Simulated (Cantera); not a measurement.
A closed system holds: 1 mol C₃H₈, 0.0067 mol O₂, at 2473.15 K and 10000 Pa.

Cantera equilibrium calculation (NASA polynomials, part measured and part estimated; ideal gas, pure solids and liquids). Candidate condensed phases: C, C₆H₆, C₇H₈, C₈H₁₈, H₂O; 110 gas species. Kinetics and transport are ignored.

Base state: H₂ 0.920, H 0.0677, C₂H₂ (acetylene) 0.00888, CO 0.00323, C₂H 4.43e-5, C₄H₂ 3.53e-5, CH₃ 1.77e-5, CH₄ 1.33e-5 (mole fractions); condensed: C(graphite).

What changes in the equilibrium state with this change: temperature from 2473.15 K to 2048 K?


```json
[
 {"species": "H₂", "before": "0.920", "after": "0.989"},
 {"species": "H", "before": "0.0677", "after": "0.00704"},
 {"species": "CO", "before": "0.00323", "after": "0.00333"},
 {"species": "C₂H₂ (acetylene)", "before": "0.00888", "after": "0.00104"},
 {"species": "C₂H", "before": "4.43e-5", "after": "1.62e-7"},
 {"species": "C₄H₂", "before": "3.53e-5", "after": "4.38e-7"},
 {"species": "C(graphite), mol", "before": "2.91", "after": "2.98"}
]
```

What changes in the equilibrium state with this change: temperature from 2473.15 K to 1623 K?


| species | before | after |
|---|---|---|
| H₂ | 0.920 | 0.996 |
| CO | 0.00323 | 0.00334 |
| H | 0.0677 | 0.000218 |
| C₂H₂ (acetylene) | 0.00888 | 3.47e-5 |
| C₂H | 4.43e-5 | <1e-9 |
| C₄H₂ | 3.53e-5 | <1e-9 |
| CH₃ | 1.77e-5 | 6.56e-7 |
| CH₄ | 1.33e-5 | 0.000147 |
| C(graphite), mol | 2.91 | 2.99 |

What changes in the equilibrium state with this change: temperature from 2473.15 K to 2150 K?


```json
[
 {"species": "H₂", "before": "0.920", "after": "0.982"},
 {"species": "H", "before": "0.0677", "after": "0.0132"},
 {"species": "CO", "before": "0.00323", "after": "0.00332"},
 {"species": "C₂H₂ (acetylene)", "before": "0.00888", "after": "0.00190"},
 {"species": "C₂H", "before": "4.43e-5", "after": "7.69e-7"},
 {"species": "C₄H₂", "before": "3.53e-5", "after": "1.50e-6"},
 {"species": "CH₃", "before": "1.77e-5", "after": "7.36e-6"},
 {"species": "CH₄", "before": "1.33e-5", "after": "2.83e-5"},
 {"species": "C(graphite), mol", "before": "2.91", "after": "2.97"}
]
```
